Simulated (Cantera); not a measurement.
Silicon nitride deposition: SiH2Cl2 + NH3 + H2

Charge: 1 mol SiH2Cl2, 31 mol NH3, 83 mol H2, held at 39000 Pa.

Cantera equilibrium calculation (NASA polynomials, part measured and part estimated; ideal gas, pure solids and liquids). Candidate condensed phases: NH4Cl, Si, Si3N4; 28 gas species. The tables' values for SiCl, SiN are old estimates; treat these amounts as uncertain. Gases not in the tables: Si2H6 and higher silanes. Kinetics and transport are ignored.

```tsv
T (°C)	x H2	x N2	x HCl	x H	x Si	n Si3N4(s)	n Si(l)
575	0.885	0.101	0.0137	2.87e-11	<1e-12	0.333	0
675	0.885	0.101	0.0137	7.90e-10	<1e-12	0.333	0
775	0.885	0.101	0.0137	1.16e-8	<1e-12	0.333	0
875	0.885	0.101	0.0137	1.08e-7	<1e-12	0.333	0
975	0.885	0.101	0.0137	7.03e-7	<1e-12	0.333	0
1075	0.885	0.101	0.0137	3.49e-6	<1e-12	0.333	0
1175	0.885	0.101	0.0137	1.39e-5	4.17e-11	0.333	0
1275	0.885	0.101	0.0136	4.64e-5	1.69e-9	0.333	0
1375	0.885	0.101	0.0136	0.000134	4.35e-8	0.331	0
1475	0.885	0.101	0.0134	0.000344	7.65e-7	0.326	0
1575	0.884	0.102	0.0130	0.000798	9.81e-6	0.315	0
1675	0.880	0.105	0.0126	0.00170	5.96e-5	0	0.904
1775	0.878	0.105	0.0127	0.00336	0.000194	0	0.871
1875	0.875	0.105	0.0127	0.00624	0.000564	0	0.783
```
x: gas mole fraction; n: condensed amount in mol.

From 575 °C to 1575 °C the condensed part is Si3N4(s). From 1675 °C to 1875 °C the condensed part is Si(l). The main Si-bearing gas is SiCl4 at 575 °C and Si at 1875 °C.
